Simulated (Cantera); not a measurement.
Cantera with NASA thermochemical tables; ideal gases at 1 bar, condensed phases pure. Values are per mole of reaction as written; species without (g) are pure solids or liquids, kept so even where they would boil at 1 bar.

Fe2Cl6(g) + Fe = 3 FeCl2(g)

```csv
T (K),ΔH° (kJ),ΔS° (J/K),ΔG° (kJ),log10 K,condensed phases
300,?,?,?,?,Fe(α)
723,219.3,308.7,-3.9,0.28,Fe(α)
873,?,?,?,?,Fe(α)
1023,207.7,295.5,-94.6,4.83,Fe(α)
1173,200.8,289.0,-138.3,6.16,Fe(α)
1323,195.8,285.1,-181.3,7.16,Fe(γ)
1473,191.9,282.3,-223.8,7.94,Fe(γ)
1623,188.0,279.8,-266.0,8.56,Fe(γ)
1773,183.0,276.8,-307.7,9.07,Fe(δ)
1923,164.4,266.6,-348.2,9.46,Fe(l)
2073,159.7,264.2,-388.0,9.78,Fe(l)
2223,?,?,?,?,Fe(l)
```

Fill in the missing entries.


- 300, ΔH° (kJ): 231.3
- 300, ΔS° (J/K): 333.5
- 300, ΔG° (kJ): 131.3
- 300, log10 K: -22.86
- 873, ΔH° (kJ): 214.3
- 873, ΔS° (J/K): 302.4
- 873, ΔG° (kJ): -49.7
- 873, log10 K: 2.97
- 2223, ΔH° (kJ): 155.2
- 2223, ΔS° (J/K): 262.1
- 2223, ΔG° (kJ): -427.4
- 2223, log10 K: 10.04
